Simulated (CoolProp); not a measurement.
A closed Brayton cycle with carbon dioxide: compressor inlet 325.15 K and 7.9 MPa, high pressure 22.1 MPa, turbine inlet 680 K, compressor efficiency 0.8, turbine efficiency 0.9, recuperator effectiveness 0 (on enthalpy, no pinch check). Each further row changes one setting.

Computed with CoolProp (reference Helmholtz-energy equation of state, Span 1996).

```tsv
case	thermal efficiency (%)	net work (kJ/kg)	compressor to turbine work	compressor exit (K)	turbine exit (K)
as stated	13.6	48.4	0.55	415.7	570.2
turbine inlet 630 K	13.1	(withheld)	0.60	415.7	524.3
compressor inlet 335.15 K	12.7	(withheld)	(withheld)	431.5	570.2
high pressure 18.8 MPa	11.9	44.0	0.52	400.9	587.1
recuperator effectiveness 0.5	(withheld)	48.4	0.55	415.7	570.2
```

Fill in the missing entries.


- turbine inlet 630 K, net work (kJ/kg): 38.4
- compressor inlet 335.15 K, net work (kJ/kg): 41.8
- compressor inlet 335.15 K, compressor to turbine work: 0.61
- recuperator effectiveness 0.5, thermal efficiency (%): 18.1
